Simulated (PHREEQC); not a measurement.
Make-up at 25 °C: 1.3 mmol/kgw HCl and 0.79 mmol/kgw Li2SO4. Closed to the air; pH follows from the charge balance.

Computed with PHREEQC (ion-association model, wateq4f.dat).

Each row changes one thing in this solution. Precipitation was switched off in this run.

```json
[
 {"case": "as made", "pH": "2.94", "SO4-2 (mol/kgw)": "0.000719", "HSO4- (mol/kgw)": "6.71e-5"},
 {"case": "Li2SO4 replaced by NaHSO4 at the same molality", "pH": "___", "SO4-2 (mol/kgw)": "0.000685", "HSO4- (mol/kgw)": "0.000103"},
 {"case": "diluted 5-fold with water", "pH": "___", "SO4-2 (mol/kgw)": "0.000154", "HSO4- (mol/kgw)": "3.41e-6"},
 {"case": "temperature from 25 to 60 °C", "pH": "2.96", "SO4-2 (mol/kgw)": "0.000653", "HSO4- (mol/kgw)": "0.000134"},
 {"case": "diluted 100-fold with water", "pH": "4.89", "SO4-2 (mol/kgw)": "___", "HSO4- (mol/kgw)": "9.69e-9"}
]
```

Problem. Fill in the missing entries.

Solution. 
- Li2SO4 replaced by NaHSO4 at the same molality, pH: 2.73
- diluted 5-fold with water, pH: 3.60
- diluted 100-fold with water, SO4-2 (mol/kgw): 7.89e-6

Complexes and solids missing from the database can't appear. Constants without temperature data keep their 25 °C values here.
